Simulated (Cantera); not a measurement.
**Stirred combustor or abatement burner**

A perfectly stirred reactor is fed with 9.01 % C2H4, 18.0 % O2, 67.7 % N2, 5.23 % CO2, equivalence ratio 1.5, at 10.0 bar; it is adiabatic with a 625 K inlet, and is followed from long to short residence time, starting on the burning branch (τ in s: 0.15, 0.069, 0.031, 0.014, 0.0063, 0.0028, 0.0013, 0.00058, 0.00026, 0.00012, 5.3e-05).

Computed with Cantera and GRI-Mech 3.0 (53 species, 325 reactions). GRI-Mech 3.0 was tuned for natural gas; its chemistry of ethylene as a main component is partial and can be far from experiment.

```tsv
τ (s)	T (K)	x C2H4	x O2	x CO2	x C2H2	x CH4
0.15	2307	4.33e-7	1.56e-5	0.0836	1.92e-5	4.13e-6
0.069	2307	8.93e-7	2.53e-5	0.0836	3.74e-5	7.74e-6
0.031	2305	1.82e-6	4.43e-5	0.0836	6.91e-5	1.35e-5
0.014	2304	3.54e-6	7.89e-5	0.0836	0.000118	2.13e-5
0.0063	2301	6.67e-6	0.000140	0.0837	0.000185	3.05e-5
0.0028	2296	1.23e-5	0.000248	0.0837	0.000274	4.04e-5
0.0013	2290	2.14e-5	0.000419	0.0837	0.000379	4.99e-5
0.00058	2281	3.81e-5	0.000724	0.0836	0.000520	6.09e-5
0.00026	2268	6.82e-5	0.00125	0.0833	0.000716	7.56e-5
0.00012	2251	0.000123	0.00213	0.0828	0.00101	9.83e-5
5.3e-5	2223	0.000245	0.00386	0.0818	0.00153	0.000143
```
x: mole fraction; the columns are a selection and need not sum to one.
